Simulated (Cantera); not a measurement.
Diamond growth

A diamond (100) surface in a fixed gas of H2 with x(CH4) = 0.0086, x(H) = 0.047, at 975 K, 90.0 Torr; coverages are run to steady state.

Model: the Harris–Goodwin 1993 mechanism for the reconstructed diamond (100) surface, integrated in Cantera.

```tsv
x(CH3)	growth (µm/h)	θ c6HH	θ c6H*	θ c6*H	θ c6**	θ c6HM
1e-06	0.0571	0.620	0.0173	0.355	0.00834	1.30e-5
2.5e-06	0.143	0.620	0.0173	0.355	0.00834	3.25e-5
6.2e-06	0.354	0.619	0.0173	0.355	0.00834	8.06e-5
1.5e-05	0.857	0.619	0.0173	0.355	0.00833	0.000195
3.9e-05	2.23	0.619	0.0173	0.355	0.00833	0.000507
9.6e-05	5.47	0.619	0.0173	0.354	0.00832	0.00125
0.00024	13.6	0.617	0.0172	0.353	0.00829	0.00311
0.0006	33.9	0.613	0.0171	0.351	0.00822	0.00771
0.0015	83.3	0.604	0.0169	0.346	0.00806	0.0190
```
θ: site fractions in the mechanism's names (c6HH fully hydrogenated, c6H* and c6*H radical sites, c6** diradical, c6HM methylated).
